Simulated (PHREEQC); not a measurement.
0.05 mol of Zn5(OH)8Cl2 (Zn5(OH)8Cl2) is brought to equilibrium with 1 kg of water holding 0.01 mol NaCl, at 25 °C, the pH being set by adding NaOH or HCl. O2 is buffered at 0.21 atm. The system is closed to CO2. Only these solids could form: Zn5(OH)8Cl2, Zn(OH)2-e.

All values are PHREEQC results (ion-association model, wateq4f.dat), not measurements.

Question: Predict dissolved Zn (mol/kgw), dissolved Cl (mol/kgw), Zn+2 (mol/kgw), ZnCl+ (mol/kgw) at pH = 6.33, 7, 7.67, 8.33.

Answer: 
```
pH    dissolved Zn (mol/kgw)  dissolved Cl (mol/kgw)  Zn+2 (mol/kgw)  ZnCl+ (mol/kgw)
----  ----------------------  ----------------------  --------------  ---------------
6.33                  0.0325                  0.0749          0.0300          0.00231
7                    0.00302                  0.0160         0.00291          7.49e-5
7.67                0.000258                  0.0169        0.000236          6.56e-6
8.33                 2.76e-5                  0.0871         1.67e-5          1.62e-6
```

Complexes and solids missing from the database can't appear.
